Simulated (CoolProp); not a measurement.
C3F8 (R218) along the isobar 84.8 bar: fugacity coefficient from the reference equation and from simpler models built on Tc = 71.9 °C, pc = 26.40 bar, ω = 0.317; each cubic takes its own stable root.

The numbers come from the reference Helmholtz-energy equation of state, Lemmon 2006 in CoolProp. It is a short technical equation, of lower accuracy than the large ones.

| T (°C) | phase | reference |
|---|---|---|
| 70.85 | liquid | 0.2893 |
| 81.55 | supercritical | 0.3335 |
| 92.15 | supercritical | 0.3783 |
| 102.85 | supercritical | 0.4235 |
| 113.55 | supercritical | 0.4681 |
| 124.15 | supercritical | 0.5107 |
| 134.85 | supercritical | 0.5517 |
| 145.55 | supercritical | 0.5902 |
| 156.15 | supercritical | 0.6258 |
| 166.85 | supercritical | 0.6589 |

Question: How far does each simpler model (van der Waals, Peng-Robinson) lie from the reference over these 10 states: mean and median of the absolute difference, and the worst?

Answer: 
- van der Waals: mean 8.8 %, median 8.3 %, worst +20.7 % at 70.85 °C and 84.8 bar
- Peng-Robinson: mean 2.6 %, median 2.6 %, worst -2.7 % at 145.55 °C and 84.8 bar
